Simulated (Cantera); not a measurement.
Feed: 1 mol Si, 0.73 mol NF3, at 46000 Pa.

Cantera equilibrium calculation (NASA polynomials, part measured and part estimated; ideal gas, pure solids and liquids). Candidate condensed phases: Si, Si3N4; 16 gas species. The tables' values for SiF3 are old estimates; treat these amounts as uncertain. The numbers say what is thermodynamically allowed, not how fast it happens. All values below are at 1175 K.

Base state: SiF4 0.896, N2 0.104, SiF3 0.000518 (mole fractions); condensed: Si3N4(s).

Problem. What changes in the equilibrium state with this change: NF3 from 0.73 to 2 mol?

Solution. 
```json
[
 {"species": "SiF4", "before": "0.896", "after": "0.291"},
 {"species": "N2", "before": "0.104", "after": "0.291"},
 {"species": "F", "before": "<1e-9", "after": "0.256"},
 {"species": "F2", "before": "<1e-9", "after": "0.162"},
 {"species": "NF3", "before": "<1e-9", "after": "0.000661"},
 {"species": "SiF3", "before": "0.000518", "after": "<1e-9"},
 {"species": "Si3N4(s), mol", "before": "0.151", "after": "0"}
]
```

Problem. What changes in the equilibrium state with this change: NF3 from 0.73 to 6.3 mol?

Solution. 
```
species          before    after
-------------  --------  -------
F                 <1e-9    0.369
F2                <1e-9    0.338
N2                0.104    0.221
SiF4              0.896   0.0704
NF3               <1e-9  0.00173
SiF3           0.000518    <1e-9
Si3N4(s), mol     0.151        0
```
